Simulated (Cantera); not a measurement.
## Gas-phase reforming

A perfectly stirred reactor is fed with CH4 : H2O = 1 : 1.2 (molar parts), at 5.00 bar; it is held at 1450 K, and followed from long to short residence time.

Computed with Cantera and GRI-Mech 3.0 (53 species, 325 reactions).

| τ (s) | x CH4 | x H2O | x CO2 | x CO | x O |
|---|---|---|---|---|---|
| 2.2 | 0.231 | 0.424 | 0.00952 | 0.0174 | <1e-12 |
| 0.81 | 0.255 | 0.460 | 0.00362 | 0.00769 | <1e-12 |
| 0.31 | 0.306 | 0.489 | 0.000862 | 0.00296 | <1e-12 |
| 0.11 | 0.371 | 0.516 | 0.000118 | 0.000885 | <1e-12 |
| 0.043 | 0.413 | 0.532 | 1.46e-5 | 0.000250 | <1e-12 |
| 0.016 | 0.438 | 0.541 | 1.35e-6 | 5.93e-5 | <1e-12 |
| 0.0061 | 0.449 | 0.544 | 1.03e-7 | 1.26e-5 | <1e-12 |
x: mole fraction; the columns are a selection and need not sum to one.
